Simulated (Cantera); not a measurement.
Standard-state values (1 bar) from the NASA 1993 polynomials, evaluated with Cantera. Values are per mole of reaction as written; species without (g) are pure solids or liquids, kept so even where they would boil at 1 bar.

**Question.** Between 300 and 1975 K, where is each reaction favourable under standard conditions?
- 2 Ti + O2(g) = 2 TiO(g)
- 0.6667 Cr + O2(g) = 0.6667 CrO3(g)
- Nb + O2(g) = NbO2(g)

**Answer.** 
- 2 Ti + O2(g) = 2 TiO(g): ΔG° is 49 kJ at 300 K and -243 kJ at 1975 K; it changes sign between 300 and 1675 K. ΔH° is 30 kJ and ΔS° 138 J/K at 1975 K.
- 0.6667 Cr + O2(g) = 0.6667 CrO3(g): ΔG° is -182 kJ at 300 K and -101 kJ at 1975 K; it stays negative (K > 1). ΔH° is -207 kJ and ΔS° -54 J/K at 1975 K.
- Nb + O2(g) = NbO2(g): ΔG° is -209 kJ at 300 K and -246 kJ at 1975 K; it stays negative (K > 1). ΔH° is -214 kJ and ΔS° 16 J/K at 1975 K.
